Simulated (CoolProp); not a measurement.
trans-2-butene along the isotherm 458.6 K: density (kg/m³) from the reference equation and from simpler models built on Tc = 428.6 K, pc = 4019 kPa, ω = 0.210; each cubic takes its own stable root.

Computed with CoolProp (reference Helmholtz-energy equation of state, Lemmon 2005). It is a short technical equation, of lower accuracy than the large ones.

| p (kPa) | phase | reference | ideal gas | van der Waals | Redlich-Kwong | Soave-Redlich-Kwong |
|---|---|---|---|---|---|---|
| 1260 | gas | 20.43 | 18.54 | 20.25 | 20.43 | 20.36 |
| 2510 | gas | 46.02 | 36.93 | 45.25 | 45.99 | 45.57 |
| 3770 | gas | 82.07 | 55.47 | 80.82 | ? | 80.16 |
| 5020 | supercritical | 142.9 | 73.87 | 156.1 | 145.1 | ? |
| 6280 | supercritical | 254.7 | 92.41 | 231.0 | 238.5 | 218.6 |
| 7540 | supercritical | 323.2 | 110.9 | 257.5 | 285.4 | 270.7 |
| 8790 | supercritical | 355.8 | 129.3 | 273.9 | 313.2 | 301.5 |
| 10000 | supercritical | 376.2 | 147.1 | 285.6 | 333.0 | 322.9 |
| 11300 | supercritical | 392.4 | 166.3 | 295.7 | 349.8 | 340.9 |
| 12600 | supercritical | ? | 185.4 | 304.1 | 363.6 | 355.7 |
| 13800 | supercritical | 415.3 | 203.1 | ? | 374.7 | 367.3 |
| 15100 | supercritical | 424.7 | 222.2 | 317.1 | 385.2 | 378.4 |
| 16300 | supercritical | 432.3 | 239.8 | ? | ? | 387.5 |
| 17600 | supercritical | 439.6 | 259.0 | 327.4 | 402.4 | 396.4 |
| 18800 | supercritical | 445.8 | 276.6 | ? | 409.6 | 403.9 |
| 20100 | supercritical | 452.0 | 295.8 | 336.0 | 416.8 | 411.4 |

### Question
Complete the blanks.

### Answer

- 3770, Redlich-Kwong: 82.01
- 5020, Soave-Redlich-Kwong: 135.3
- 12600, reference: 405.3
- 13800, van der Waals: 310.7
- 16300, van der Waals: 322.3
- 16300, Redlich-Kwong: 393.9
- 18800, van der Waals: 331.7
